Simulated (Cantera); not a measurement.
Feed: 1 mol Cu, 2.9 mol F₂, 2.9 mol N₂, at 600 °C and 1.10 mbar.

Method: chemical equilibrium by Gibbs-energy minimisation in Cantera with the NASA 1993 tables (ideal gas, pure condensed phases). Candidate condensed phases: Cu, CuF₂; 11 gas species. Rates play no part.

Base state: N₂ 0.513, F 0.302, F₂ 0.185, NF₃ 0.000247, CuF₂ 0.000126 (mole fractions); condensed: CuF₂(s).

Q: What changes in the equilibrium state with this change: pressure from 1.10 mbar to 0.100 bar?

A: 
```json
[
 {"species": "N₂", "before": "0.513", "after": "0.597"},
 {"species": "F₂", "before": "0.185", "after": "0.309"},
 {"species": "NF₃", "before": "0.000247", "after": "0.0524"},
 {"species": "F", "before": "0.302", "after": "0.0410"},
 {"species": "CuF₂", "before": "0.000126", "after": "1.39e-6"},
 {"species": "CuF₂(s), mol", "before": "0.999", "after": "1.000"}
]
```
